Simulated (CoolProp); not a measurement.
Vapour-liquid equilibrium of isobutene (1) + n-butane (2) at 604 kPa; x and y are mole fractions of (1).

Values from CoolProp's multi-fluid Helmholtz-energy mixture model, Lemmon 2005 and Bücker 2006; pair parameters Bell 2016.

### Question
Give the bubble temperature and the first vapour's composition at x = 0.2, 0.35, 0.65. Is there an azeotrope?

### Answer
x = 0.2: 55.7 °C, y = 0.233; x = 0.35: 54.3 °C, y = 0.392; x = 0.65: 51.9 °C, y = 0.685. No azeotrope shows between x = 0.05 and 0.95.

Pair parameters are fitted to limited data, so mixtures are less certain than the pure fluids.
